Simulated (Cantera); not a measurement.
## Equilibrium for silicon oxide and oxynitride deposition: Si₂H₆ + NO + H₂ + N₂O

Input: 1 mol Si₂H₆, 20 mol NO, 8.3 mol H₂, 2.6 mol N₂O, at 280 Pa.

Method: chemical equilibrium by Gibbs-energy minimisation in Cantera with the NASA 1993 tables (ideal gas, pure condensed phases). Candidate condensed phases: H₂O, Si, SiO₂, Si₂N₂O, Si₃N₄; 35 gas species. The feed counts by its element totals alone. The tables hold silica as quartz up to 1696 K and as liquid above; real silica turns to tridymite and cristobalite and melts near 1996 K. Kinetics and transport are ignored.

| T (°C) | x N₂ | x H₂O | x O₂ | x OH | x NO | n SiO₂(α-quartz) | n SiO₂(β-quartz) | n SiO₂(condensed) |
|---|---|---|---|---|---|---|---|---|
| 352 | 0.457 | 0.410 | 0.132 | 7.50e-12 | 2.59e-8 | 2.00 | 0 | 0 |
| 452 | 0.457 | 0.410 | 0.132 | 5.50e-10 | 2.93e-7 | 2.00 | 0 | 0 |
| 552 | 0.457 | 0.410 | 0.132 | 1.43e-8 | 1.84e-6 | 2.00 | 0 | 0 |
| 652 | 0.457 | 0.410 | 0.132 | 1.85e-7 | 7.76e-6 | 0 | 2.00 | 0 |
| 752 | 0.457 | 0.410 | 0.132 | 1.45e-6 | 2.47e-5 | 0 | 2.00 | 0 |
| 852 | 0.457 | 0.410 | 0.132 | 7.92e-6 | 6.42e-5 | 0 | 2.00 | 0 |
| 952 | 0.457 | 0.410 | 0.132 | 3.28e-5 | 0.000143 | 0 | 2.00 | 0 |
| 1052 | 0.457 | 0.410 | 0.132 | 0.000109 | 0.000281 | 0 | 2.00 | 0 |
| 1152 | 0.457 | 0.410 | 0.132 | 0.000308 | 0.000502 | 0 | 2.00 | 0 |
| 1252 | 0.457 | 0.410 | 0.132 | 0.000759 | 0.000833 | 0 | 2.00 | 0 |
| 1352 | 0.456 | 0.409 | 0.131 | 0.00167 | 0.00130 | 0 | 2.00 | 0 |
| 1452 | 0.456 | 0.407 | 0.131 | 0.00335 | 0.00191 | 0 | 0 | 2.00 |
x: gas mole fraction; n: condensed amount in mol.

From 352 °C to 552 °C the condensed part is SiO₂(α-quartz). From 652 °C to 1352 °C the condensed part is SiO₂(β-quartz). At 1452 °C the condensed part is SiO₂(condensed).
